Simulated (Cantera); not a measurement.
**Equilibrium for abatement and gas-phase synthesis: HBr + H2 + O2**

Charge: 1 mol HBr, 0.18 mol H2, 9.8 mol O2, held at 2600 K.

These are equilibrium values from Cantera (NASA tables, ideal gas, pure condensed phases), not measurements of a reactor. Candidate condensed phases: Br2, H2O; 12 gas species. The ideal-gas law is rough above about 30 bar. Kinetics and transport are ignored.

```tsv
P (Pa)	x O2	x O	x Br	x H	x H2O	x OH	x HBr	x Br2
10	0.110	0.771	0.0508	0.0632	9.47e-5	0.00511	2.40e-5	3.07e-9
65	0.332	0.526	0.0617	0.0565	0.00218	0.0203	0.000170	2.94e-8
420	0.570	0.271	0.0739	0.0308	0.0139	0.0367	0.000715	2.73e-7
2700	0.718	0.120	0.0811	0.0106	0.0301	0.0360	0.00173	2.11e-6
17000	0.791	0.0502	0.0835	0.00304	0.0412	0.0272	0.00323	1.41e-5
110000	0.824	0.0202	0.0829	0.000794	0.0473	0.0185	0.00543	9.00e-5
720000	0.841	0.00795	0.0797	0.000199	0.0502	0.0119	0.00856	0.000545
4700000	0.851	0.00313	0.0718	4.90e-5	0.0511	0.00756	0.0124	0.00289
30000000	0.862	0.00125	0.0546	1.22e-5	0.0518	0.00481	0.0150	0.0106
```
x: gas mole fraction; nothing condenses.

From 10.0 Pa to 300 bar nothing is condensed.
